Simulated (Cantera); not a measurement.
Feed: 1 mol Si, 0.17 mol N₂O, 8.4 mol N₂, equilibrated at 2023.15 K and 75.0 Torr.

Equilibrium computed with Cantera from the NASA thermochemical tables; the gas is ideal and each condensed phase is pure. Candidate condensed phases: Si, SiO₂, Si₂N₂O, Si₃N₄; 16 gas species. The tables' values for SiN are old estimates; treat these amounts as uncertain. The numbers say what is thermodynamically allowed, not how fast it happens.

Base state: N₂ 0.980, SiO 0.0194, Si 0.000570, Si₂N 5.65e-5, SiN 4.40e-5 (mole fractions); condensed: Si(l).

**Question.** What changes in the equilibrium state with this change: N₂O from 0.17 to 0.063 mol?

**Answer.** 
```csv
species,before,after
N₂,0.980,0.992
SiO,0.0194,0.00738
Si,0.000570,0.000570
Si₂N,5.65e-5,5.69e-5
SiN,4.40e-5,4.42e-5
"Si(l), mol",0.823,0.931
```

**Question.** What changes in the equilibrium state with this change: temperature from 2023.15 K to 1748.15 K?

**Answer.** 
```json
[
 {"species": "N₂", "before": "0.980", "after": "1.000"},
 {"species": "SiO", "before": "0.0194", "after": "0.000470"},
 {"species": "Si", "before": "0.000570", "after": "1.62e-6"},
 {"species": "Si₂N", "before": "5.65e-5", "after": "5.00e-8"},
 {"species": "SiN", "before": "4.40e-5", "after": "2.65e-7"},
 {"species": "Si(l), mol", "before": "0.823", "after": "0"},
 {"species": "Si₂N₂O(s), mol", "before": "0", "after": "0.166"},
 {"species": "Si₃N₄(s), mol", "before": "0", "after": "0.221"}
]
```
Mutual solubility and eutectic melting of coexisting phases are not modelled.
